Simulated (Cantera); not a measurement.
Feed: 1 mol PbO, 0.68 mol CO, 16 mol H2, at 1275 °C and 0.0133 bar.

Method: chemical equilibrium by Gibbs-energy minimisation in Cantera with the NASA 1993 tables (ideal gas, pure condensed phases). Candidate condensed phases: C, C6H6, C7H8, C8H18, H2O, Pb, PbO, PbO2, Pb3O4; 113 gas species. The numbers say what is thermodynamically allowed, not how fast it happens.

**Question.** What is the equilibrium state?

**Answer.** 
```
Property                                   Result
--------------------------------------  ---------
x(H2)                                       0.849
x(Pb)                                      0.0566
x(H2O)                                     0.0557
x(CO)                                      0.0376
x(CO2)                                   0.000883
x(H)                                     0.000246
x(PbO)                                    1.93e-6
gas amount                              17.68 mol
log10 activity of Pb(l) (absent)            -1.71
log10 activity of C(graphite) (absent)      -5.03
```
